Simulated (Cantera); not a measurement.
Ignition delay

Mixture: CH3OH : O2 : N2 = 1 : 0.938 : 6.47 (molar parts), at 22.0 bar, adiabatic and at constant pressure. Ignition delay is the time to a rise of 400 K.

Model: GRI-Mech 3.0 (53 species, 325 reactions), integrated in Cantera. GRI-Mech 3.0 was tuned for natural gas; its chemistry of methanol as a main component is partial and can be far from experiment. The pressure lies above the range GRI-Mech 3.0 was tuned for (to about 10 atm).

```json
[
 {"T0 (K)": "1250", "delay (ms)": "0.399"},
 {"T0 (K)": "1300", "delay (ms)": "0.191"},
 {"T0 (K)": "1350", "delay (ms)": "0.0971"},
 {"T0 (K)": "1400", "delay (ms)": "0.0525"},
 {"T0 (K)": "1450", "delay (ms)": "0.0300"},
 {"T0 (K)": "1500", "delay (ms)": "0.0181"}
]
```

| Quantity | Value |
|---|---|
| apparent activation energy between 1400 and 1500 K | 190 kJ/mol |
